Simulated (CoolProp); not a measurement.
A simple Rankine cycle with cis-2-butene: condensing at 316.15 K, boiler at 1.5 MPa, turbine inlet 416 K, turbine efficiency 0.8, pump efficiency 0.6, no recuperator. Each further row changes one setting.

The numbers come from the reference Helmholtz-energy equation of state, Lemmon 2005 in CoolProp. It is a short technical equation, of lower accuracy than the large ones.

```
case                             thermal efficiency (%)  net work (kJ/kg)  heat in (kJ/kg)  turbine exit temperature (K)  volume ratio over the turbine
-------------------------------  ----------------------  ----------------  ---------------  ----------------------------  -----------------------------
as stated                                          10.5              54.9              522                         370.7                           4.11
turbine inlet 436 K                                10.5              59.2              565                         391.9                           4.05
condensing temperature 308.15 K                    11.9        (withheld)              540                         364.2                           5.14
boiler pressure 1.05 MPa                            8.2        (withheld)              534                         383.9                           2.82
turbine efficiency 0.7                       (withheld)              47.6              522                    (withheld)                           4.16
```

Q: Fill in the missing entries.

A: 
- condensing temperature 308.15 K, net work (kJ/kg): 64.1
- boiler pressure 1.05 MPa, net work (kJ/kg): 43.6
- turbine efficiency 0.7, thermal efficiency (%): 9.1
- turbine efficiency 0.7, turbine exit temperature (K): 374.7
